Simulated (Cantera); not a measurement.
Input: 1 mol Si3N4, 4.7 mol H2O, 34 mol N2, at 0.100 bar.

Equilibrium computed with Cantera from the NASA thermochemical tables; the gas is ideal and each condensed phase is pure. Candidate condensed phases: H2O, Si, SiO2, Si2N2O, Si3N4; 35 gas species. Mutual solubility and eutectic melting of coexisting phases are not modelled. The tables hold silica as quartz up to 1696 K and as liquid above; real silica turns to tridymite and cristobalite and melts near 1996 K. Equilibrium is a limit: real reactors are often held back by kinetics, nucleation or transport.

Q: At 1673 K, list the 5 most abundant gas species with their mole fractions, and the condensed phases.

A: N2 0.881, H2 0.116, SiO 0.00315, H 0.000123, H2O 5.52e-5. Condensed: SiO2(β-quartz) + Si2N2O(s).
